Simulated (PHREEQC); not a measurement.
Solution (25 °C): 2.5 mmol/kgw TMAH, 0.42 mmol/kgw CO2 and 0.052 mmol/kgw Na2CO3. Closed to the air; pH follows from the charge balance.

Model: ion-association model, phreeqc.dat, run in PHREEQC.

Question: The ionic strength comes out as 0.00303 mol/kgw. What activity coefficients do HCO3-, OH-, Na+, CO3-2 get?

Answer: HCO3- 0.94, OH- 0.94, Na+ 0.94, CO3-2 0.79.

No solid was allowed to form. (CH3)4N+ isn't in the database: it is added as a free cation with an ion size of 4 Å.
